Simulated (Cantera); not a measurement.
A perfectly stirred reactor is fed with CH4 : C2H6 : C3H8 : O2 : N2 = 1 : 0.26 : 0.65 : 10.6 : 39.9 (molar parts), at 0.220 bar; it is adiabatic with a 750 K inlet, and is followed from long to short residence time, starting on the burning branch (τ in s: 0.44, 0.17, 0.063, 0.024, 0.0092, 0.0035, 0.0013, 0.00051, 0.00019, 7.4e-05).

Model: GRI-Mech 3.0 (53 species, 325 reactions), integrated in Cantera. GRI-Mech 3.0 was tuned for natural gas; its chemistry of propane as a main component is partial and can be far from experiment.

**Question.** What does this change do: pressure from 0.220 bar to 1.90 bar?

**Answer.** 
| quantity | before | after |
|---|---|---|
| blow-out, bracketed by the residence times tried | burning at 0.510 ms, out at 0.190 ms | burning at 74.0 µs, the shortest tried |
| x(CH4) at τ = 0.440 s | 9.04e-7 | 3.02e-7 |
| x(C2H6) at τ = 0.440 s | 4.24e-8 | 1.17e-8 |
| x(C3H8) at τ = 0.440 s | 1.05e-7 | 2.89e-8 |
| x(H2O2) at τ = 0.440 s | 2.65e-8 | 7.79e-8 |
| x(HCO) at τ = 0.440 s | 1.38e-8 | 1.45e-9 |
| x(CH4) at τ = 3.50 ms | 2.95e-5 | 1.21e-5 |
| x(C2H6) at τ = 3.50 ms | 1.90e-6 | 7.12e-7 |
| x(C3H8) at τ = 3.50 ms | 4.17e-6 | 1.78e-6 |
| x(H2O2) at τ = 3.50 ms | 1.11e-7 | 1.84e-7 |
| x(HCO) at τ = 3.50 ms | 1.93e-6 | 2.09e-7 |

**Question.** What does this change do: O2 10.6 to 7.4 parts?

**Answer.** 
| quantity | before | after |
|---|---|---|
| blow-out, bracketed by the residence times tried | burning at 0.510 ms, out at 0.190 ms | burning at 0.510 ms, out at 0.190 ms |
| x(CH4) at τ = 0.440 s | 9.04e-7 | 8.63e-7 |
| x(C2H6) at τ = 0.440 s | 4.24e-8 | 3.69e-8 |
| x(C3H8) at τ = 0.440 s | 1.05e-7 | 9.01e-8 |
| x(H2O2) at τ = 0.440 s | 2.65e-8 | 2.06e-8 |
| x(HCO) at τ = 0.440 s | 1.38e-8 | 2.00e-8 |
| x(CH4) at τ = 3.50 ms | 2.95e-5 | 3.26e-5 |
| x(C2H6) at τ = 3.50 ms | 1.90e-6 | 2.10e-6 |
| x(C3H8) at τ = 3.50 ms | 4.17e-6 | 4.25e-6 |
| x(H2O2) at τ = 3.50 ms | 1.11e-7 | 9.32e-8 |
| x(HCO) at τ = 3.50 ms | 1.93e-6 | 2.47e-6 |
